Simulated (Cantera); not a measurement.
# BF3 + O2 (boron, boron nitride and boron oxide)

A closed system holds: 1 mol BF3, a varied amount of O2, held at 1350 °C and 14.0 Pa.

These are equilibrium values from Cantera (NASA tables, ideal gas, pure condensed phases), not measurements of a reactor. Candidate condensed phases: B, B2O3; 21 gas species. The numbers say what is thermodynamically allowed, not how fast it happens.

| n(O2) (mol) | x BF3 | x O2 | x F | x BOF | x O | x BOF2 | x BF2 | x BO2 |
|---|---|---|---|---|---|---|---|---|
| 0.11 | 0.893 | 0.0966 | 0.00691 | 0.00344 | 0.000500 | 2.05e-5 | 1.07e-6 | 8.33e-9 |
| 0.19 | 0.832 | 0.157 | 0.00732 | 0.00365 | 0.000637 | 2.30e-5 | 9.44e-7 | 1.06e-8 |
| 0.33 | 0.743 | 0.244 | 0.00759 | 0.00378 | 0.000796 | 2.47e-5 | 8.14e-7 | 1.33e-8 |
| 0.57 | 0.629 | 0.358 | 0.00765 | 0.00381 | 0.000964 | 2.51e-5 | 6.83e-7 | 1.60e-8 |
| 0.98 | 0.498 | 0.489 | 0.00746 | 0.00372 | 0.00113 | 2.39e-5 | 5.55e-7 | 1.88e-8 |
| 1.7 | 0.365 | 0.624 | 0.00700 | 0.00349 | 0.00127 | 2.10e-5 | 4.33e-7 | 2.12e-8 |
| 2.9 | 0.252 | 0.737 | 0.00636 | 0.00317 | 0.00138 | 1.74e-5 | 3.29e-7 | 2.30e-8 |
| 5.1 | 0.160 | 0.830 | 0.00558 | 0.00278 | 0.00147 | 1.34e-5 | 2.39e-7 | 2.44e-8 |
| 8.8 | 0.0992 | 0.892 | 0.00481 | 0.00240 | 0.00152 | 9.95e-6 | 1.71e-7 | 2.54e-8 |
x: gas mole fraction; nothing condenses.

From 0.11 mol O2 to 8.8 mol O2 nothing is condensed. The main B-bearing gas is BF3 throughout.
